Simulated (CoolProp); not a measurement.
Properties of tetrahydrofuran at several states (Tc = 267.0 °C, pc = 5304 kPa, ω = 0.234).

The numbers come from the reference Helmholtz-energy equation of state, Fiedler 2023 in CoolProp.

```
T (°C)  p (kPa)   phase  cp (kJ/(kg K))  isothermal compressibility (1/MPa)  expansivity (1/kK)
------  -------  ------  --------------  ----------------------------------  ------------------
-25.35     1760  liquid           1.566                                   ?               1.124
-85.35    12600  liquid           1.475                           0.0004267               1.026
113.45    31500  liquid           2.006                            0.001351               1.187
205.75     3900  liquid               ?                            0.008619               3.056
-12.85     60.9  liquid               ?                                   ?                   ?
30.45       290  liquid           1.743                                   ?                   ?
```

Question: Complete the blanks.

Answer: 
- -25.35, isothermal compressibility (1/MPa): 0.0006688
- 205.75, cp (kJ/(kg K)): 2.633
- -12.85, cp (kJ/(kg K)): 1.600
- -12.85, isothermal compressibility (1/MPa): 0.0007421
- -12.85, expansivity (1/kK): 1.156
- 30.45, isothermal compressibility (1/MPa): 0.001045
- 30.45, expansivity (1/kK): 1.263
